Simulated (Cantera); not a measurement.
Input (Python, Cantera) and output of one run.

```python
import numpy as np
import cantera as ct

gas_names = """
    C CN CO CO2 C2 CCN CNC C2N2 C2O C3 C3O2 C4 C4N2 C5 N NCO NO NO2 NO3 N2 N2O O O2 O3 Si SiC SiC2 SiN
    SiO SiO2 Si2 Si2C Si2N Si3
""".split()
cond_names = """
    C(gr) Si(cr) Si(L) SiC(b) SiO2(Lqz) SiO2(hqz) SiO2(L) Si2N2O(s) Si3N4(a)
""".split()


# ... load() reads the species with a 1 bar reference pressure and builds the phases ...
atoms = {
    'SiC': {'Si': 1, 'C': 1},
    'O2': {'O': 2},
    'N2': {'N': 2},
}
top_T = {'C(gr)': 4500, 'SiC(b)': 3050, 'Si2N2O(s)': 2100, 'Si3N4(a)': 2400}  # K; cautious upper limits of use, not melting points


# ... equilibrate(T, P, feed) seeds the gas with the atoms and calls Mixture.equilibrate('TP', solver="vcs", rtol=1e-11, max_steps=5000) ...
results = []
T = 1673  # K
P = 0.9  # Pa
for m in [1.4, 6.5, 12, 17, 22, 27, 32, 37, 42]:
    feed = {'SiC': 1, 'O2': 0.61, 'N2': m}  # mol
    mix = equilibrate(T, P, feed)
    results.append((T, P, feed, dict(zip(mix.species_names, mix.species_moles))))
    x = sorted(zip(gas.X, gas.species_names), reverse=True)
    print(f"T = {T:g} K  P = {P:g} Pa  n(N2) = {m:g} mol  gas = {mix.phase_moles(0):.4g} mol")
    print("   x: " + "  ".join(f"{s} {v:.3e}" for v, s in x if v > 1e-05))
    print("   condensed (mol): " + ("  ".join(f"{mix.phase(i).name} {mix.phase_moles(i):.4g}"
          for i in range(1, mix.n_phases) if mix.phase_moles(i) > 1e-12) or "none"))
```

It prints:

```
T = 1673 K  P = 0.9 Pa  n(N2) = 1.4 mol  gas = 2.646 mol
   x: N2 5.290e-01  CO 2.355e-01  SiO 2.255e-01  Si 9.916e-03  Si2C 5.072e-05  SiN 1.435e-05
   condensed (mol): SiC(b) 0.3766
T = 1673 K  P = 0.9 Pa  n(N2) = 6.5 mol  gas = 7.795 mol
   x: N2 8.339e-01  CO 8.307e-02  SiO 7.345e-02  Si 9.529e-03  Si2C 4.874e-05  SiN 1.732e-05
   condensed (mol): SiC(b) 0.3521
T = 1673 K  P = 0.9 Pa  n(N2) = 12 mol  gas = 13.34 mol
   x: N2 8.993e-01  CO 5.034e-02  SiO 4.109e-02  Si 9.156e-03  Si2C 4.683e-05  SiN 1.728e-05
   condensed (mol): SiC(b) 0.3277
T = 1673 K  P = 0.9 Pa  n(N2) = 17 mol  gas = 18.38 mol
   x: N2 9.247e-01  CO 3.765e-02  SiO 2.871e-02  Si 8.850e-03  Si2C 4.526e-05  SiN 1.693e-05
   condensed (mol): SiC(b) 0.307
T = 1673 K  P = 0.9 Pa  n(N2) = 22 mol  gas = 23.42 mol
   x: N2 9.393e-01  CO 3.037e-02  SiO 2.172e-02  Si 8.569e-03  Si2C 4.383e-05  SiN 1.653e-05
   condensed (mol): SiC(b) 0.2876
T = 1673 K  P = 0.9 Pa  n(N2) = 27 mol  gas = 28.46 mol
   x: N2 9.487e-01  CO 2.563e-02  SiO 1.724e-02  Si 8.311e-03  Si2C 4.251e-05  SiN 1.611e-05
   condensed (mol): SiC(b) 0.2694
T = 1673 K  P = 0.9 Pa  n(N2) = 32 mol  gas = 33.49 mol
   x: N2 9.554e-01  CO 2.229e-02  SiO 1.414e-02  Si 8.071e-03  Si2C 4.128e-05  SiN 1.570e-05
   condensed (mol): SiC(b) 0.2521
T = 1673 K  P = 0.9 Pa  n(N2) = 37 mol  gas = 38.52 mol
   x: N2 9.604e-01  CO 1.980e-02  SiO 1.187e-02  Si 7.848e-03  Si2C 4.014e-05  SiN 1.530e-05
   condensed (mol): SiC(b) 0.2358
T = 1673 K  P = 0.9 Pa  n(N2) = 42 mol  gas = 43.56 mol
   x: N2 9.643e-01  CO 1.786e-02  SiO 1.015e-02  Si 7.639e-03  Si2C 3.907e-05  SiN 1.493e-05
   condensed (mol): SiC(b) 0.2203
```

Method: chemical equilibrium by Gibbs-energy minimisation in Cantera with the NASA 1993 tables (ideal gas, pure condensed phases). The tables' values for SiN are old estimates; treat these amounts as uncertain.
